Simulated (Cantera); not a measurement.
An isothermal, constant-pressure homogeneous reactor starts with H2 : O2 = 0.012 : 1 (molar parts), at 1175 K and 0.900 Torr. Integrator tolerance rtol = 1e-08.

Detailed kinetics in Cantera: GRI-Mech 3.0 (53 species, 325 reactions). Radical loss at walls, strong at low pressure, is not modelled.

Q: What does this change do: temperature 1175 to 1100 K?

A: 
```
quantity                                              before                                      after
-----------------  -----------------------------------------  -----------------------------------------
x(H2) at 9.00 s      3.69e-5 (gas-phase equilibrium 2.61e-9)   3.08e-5 (gas-phase equilibrium 4.59e-10)
x(O2) at 9.00 s          0.981 (gas-phase equilibrium 0.988)        0.983 (gas-phase equilibrium 0.988)
x(H2O2) at 9.00 s   2.04e-9 (gas-phase equilibrium 7.83e-12)   2.10e-9 (gas-phase equilibrium 3.71e-12)
x(O) at 9.00 s       0.00621 (gas-phase equilibrium 4.22e-7)    0.00493 (gas-phase equilibrium 7.21e-8)
x(H2O) at 9.00 s       0.0113 (gas-phase equilibrium 0.0119)      0.0115 (gas-phase equilibrium 0.0119)
x(HO2) at 9.00 s     8.73e-8 (gas-phase equilibrium 2.07e-9)   1.13e-7 (gas-phase equilibrium 8.19e-10)
x(H) at 9.00 s     0.000319 (gas-phase equilibrium 1.82e-10)  0.000284 (gas-phase equilibrium 1.61e-11)
```

Q: What does this change do: pressure from 0.900 Torr to 7.50 Torr?

A: 
| quantity | before | after |
|---|---|---|
| x(H2) at 9.00 s | 3.69e-5 (gas-phase equilibrium 2.61e-9) | 1.58e-7 (gas-phase equilibrium 9.03e-10) |
| x(O2) at 9.00 s | 0.981 (gas-phase equilibrium 0.988) | 0.988 (gas-phase equilibrium 0.988) |
| x(H2O2) at 9.00 s | 2.04e-9 (gas-phase equilibrium 7.83e-12) | 1.94e-9 (gas-phase equilibrium 2.26e-11) |
| x(O) at 9.00 s | 0.00621 (gas-phase equilibrium 4.22e-7) | 2.52e-5 (gas-phase equilibrium 1.46e-7) |
| x(H2O) at 9.00 s | 0.0113 (gas-phase equilibrium 0.0119) | 0.0119 (gas-phase equilibrium 0.0119) |
| x(HO2) at 9.00 s | 8.73e-8 (gas-phase equilibrium 2.07e-9) | 2.31e-8 (gas-phase equilibrium 3.52e-9) |
| x(H) at 9.00 s | 0.000319 (gas-phase equilibrium 1.82e-10) | 8.38e-8 (gas-phase equilibrium 3.71e-11) |

Q: What does this change do: temperature 1175 to 1075 K?

A: 
```json
[
 {"quantity": "x(H2) at 9.00 s", "before": "3.69e-5 (gas-phase equilibrium 2.61e-9)", "after": "2.85e-5 (gas-phase equilibrium 2.44e-10)"},
 {"quantity": "x(O2) at 9.00 s", "before": "0.981 (gas-phase equilibrium 0.988)", "after": "0.983 (gas-phase equilibrium 0.988)"},
 {"quantity": "x(H2O2) at 9.00 s", "before": "2.04e-9 (gas-phase equilibrium 7.83e-12)", "after": "2.08e-9 (gas-phase equilibrium 2.83e-12)"},
 {"quantity": "x(O) at 9.00 s", "before": "0.00621 (gas-phase equilibrium 4.22e-7)", "after": "0.00446 (gas-phase equilibrium 3.79e-8)"},
 {"quantity": "x(H2O) at 9.00 s", "before": "0.0113 (gas-phase equilibrium 0.0119)", "after": "0.0115 (gas-phase equilibrium 0.0119)"},
 {"quantity": "x(HO2) at 9.00 s", "before": "8.73e-8 (gas-phase equilibrium 2.07e-9)", "after": "1.22e-7 (gas-phase equilibrium 5.84e-10)"},
 {"quantity": "x(H) at 9.00 s", "before": "0.000319 (gas-phase equilibrium 1.82e-10)", "after": "0.000266 (gas-phase equilibrium 6.67e-12)"}
]
```
